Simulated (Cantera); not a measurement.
A closed system holds: 1 mol H2S, 0.047 mol H2, held at 2100 K and 1700 Pa.

Cantera equilibrium calculation (NASA polynomials, part measured and part estimated; ideal gas, pure solids and liquids). Candidate condensed phases: S; 7 gas species. Rates play no part.

Base state: H2 0.622, S2 0.279, SH 0.0368, S 0.0241, H2S 0.0195, H 0.0188 (mole fractions); condensed: gas only.

Question: What changes in the equilibrium state with this change: pressure from 1700 Pa to 13300 Pa?

Answer: 
| species | before | after |
|---|---|---|
| H2 | 0.622 | 0.614 |
| S2 | 0.279 | 0.280 |
| H2S | 0.0195 | 0.0541 |
| S | 0.0241 | 0.00860 |
| H | 0.0188 | 0.00669 |
| SH | 0.0368 | 0.0366 |
